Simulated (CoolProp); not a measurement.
Saturation properties of n-heptane.

Computed with CoolProp (reference Helmholtz-energy equation of state, Span 2003). It is a short technical equation, of lower accuracy than the large ones.

```
T (°C)   p (MPa)  vapour density (kg/m³)  enthalpy of vaporisation (kJ/kg)  liquid cp (kJ/(kg K))  surface tension (mN/m)
------  --------  ----------------------  --------------------------------  ---------------------  ----------------------
1.05    0.001624                 0.07154                             379.9                  2.156                    22.1
4.65    0.002016                 0.08772                             377.7                  2.168                    21.8
8.35    0.002501                  0.1074                             375.4                  2.181                    21.4
11.95   0.003064                  0.1301                             373.2                  2.193                    21.0
15.55   0.003731                  0.1565                             371.0                  2.206                    20.7
19.15   0.004517                  0.1873                             368.7                  2.219                    20.3
22.75   0.005439                  0.2230                             366.5                  2.232                    20.0
26.45   0.006545                  0.2652                             364.2                  2.246                    19.6
30.05   0.007796                  0.3125                             362.0                  2.260                    19.2
33.65   0.009240                  0.3665                             359.7                  2.274                    18.9
```

It boils at 98.4 °C under 1 atm.

Surface tension comes from a separate correlation (Mulero 2012).
